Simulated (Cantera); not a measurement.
A perfectly stirred reactor is fed with C₂H₆ : H₂ = 1 : 18 (molar parts), at 14.3 Torr; it is held at 1550 K, and followed from long to short residence time.

Model: GRI-Mech 3.0 (53 species, 325 reactions), integrated in Cantera. GRI-Mech 3.0 stops at C3 and has no aromatics, soot or wall deposition, so with more carbon than oxygen in the feed, carbon stays in small species such as C2H2 where larger ones or solid carbon would form. Radical loss at walls, strong at low pressure, is not modelled.

```json
[
 {"quantity": "x(C₂H₆) at τ = 1.80 s", "before": "3.41e-5", "after": "1.29e-5"},
 {"quantity": "x(H₂) at τ = 1.80 s", "before": "0.937", "after": "0.941"},
 {"quantity": "x(CH₂) at τ = 1.80 s", "before": "1.02e-7", "after": "3.19e-7"},
 {"quantity": "x(C₂H₄) at τ = 1.80 s", "before": "0.000374", "after": "0.000144"},
 {"quantity": "x(CH₃) at τ = 1.80 s", "before": "0.000263", "after": "0.000377"},
 {"quantity": "x(C₂H₆) at τ = 0.120 s", "before": "0.000306", "after": "0.000132"},
 {"quantity": "x(H₂) at τ = 0.120 s", "before": "0.929", "after": "0.930"},
 {"quantity": "x(CH₂) at τ = 0.120 s", "before": "4.16e-7", "after": "1.23e-6"},
 {"quantity": "x(C₂H₄) at τ = 0.120 s", "before": "0.00185", "after": "0.000749"},
 {"quantity": "x(CH₃) at τ = 0.120 s", "before": "0.000716", "after": "0.00113"}
]
```

Name the change that produced these shifts.
A. temperature 1550 to 1025 K
B. temperature 1550 to 1650 K
C. temperature 1550 to 1575 K
D. temperature 1550 to 1800 K

B, temperature 1550 to 1650 K
